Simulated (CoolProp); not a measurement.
Tetrahydrofuran along the isotherm 477.1 K: Z from the reference equation and from simpler models built on Tc = 540.2 K, pc = 5.304 MPa, ω = 0.234; each cubic takes its own stable root.

Computed with CoolProp (reference Helmholtz-energy equation of state, Fiedler 2023).

```
p (MPa)   phase  reference
-------  ------  ---------
0.0839      gas     0.9920
0.123       gas     0.9882
0.181       gas     0.9825
0.265       gas     0.9743
0.389       gas     0.9618
0.571       gas     0.9429
0.839       gas     0.9138
1.23        gas     0.8678
1.81        gas     0.7890
2.65     liquid    0.07495
3.89     liquid     0.1088
5.71     liquid     0.1575
8.39     liquid     0.2275
12.3     liquid     0.3268
18.1     liquid     0.4692
26.5     liquid     0.6683
```

How far does each simpler model (van der Waals, Soave-Redlich-Kwong, Peng-Robinson) lie from the reference over these 16 states: mean and median of the absolute difference, and the worst?


- van der Waals: mean 76.0 %, median 5.1 %, worst +888.4 % at 477.1 K and 2.65 MPa
- Soave-Redlich-Kwong: mean 4.7 %, median 0.5 %, worst +14.8 % at 477.1 K and 2.65 MPa
- Peng-Robinson: mean 1.3 %, median 0.6 %, worst -5.2 % at 477.1 K and 26.5 MPa

At some of these states van der Waals gives the other phase, because its saturation line lies elsewhere.
